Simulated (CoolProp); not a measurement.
Oxygen at 894.34 K and 7.8 MPa is throttled through a valve to 5.02 MPa with no heat exchange. Each further row changes one setting.

Computed with CoolProp (reference Helmholtz-energy equation of state, Schmidt 1985).

```json
[
 {"case": "as stated", "temperature change (K)": "?", "final phase": "gas", "final density (kg/m³)": "?"},
 {"case": "outlet pressure 1.51 MPa", "temperature change (K)": "?", "final phase": "gas", "final density (kg/m³)": "?"},
 {"case": "outlet pressure 6.53 MPa", "temperature change (K)": "?", "final phase": "?", "final density (kg/m³)": "?"}
]
```

What belongs in the gaps?


- as stated, temperature change (K): +0.6
- as stated, final density (kg/m³): 21.3
- outlet pressure 1.51 MPa, temperature change (K): +1.3
- outlet pressure 1.51 MPa, final density (kg/m³): 6.46
- outlet pressure 6.53 MPa, temperature change (K): +0.3
- outlet pressure 6.53 MPa, final phase: supercritical
- outlet pressure 6.53 MPa, final density (kg/m³): 27.6

Above 300 K oxygen's equation is extrapolated.
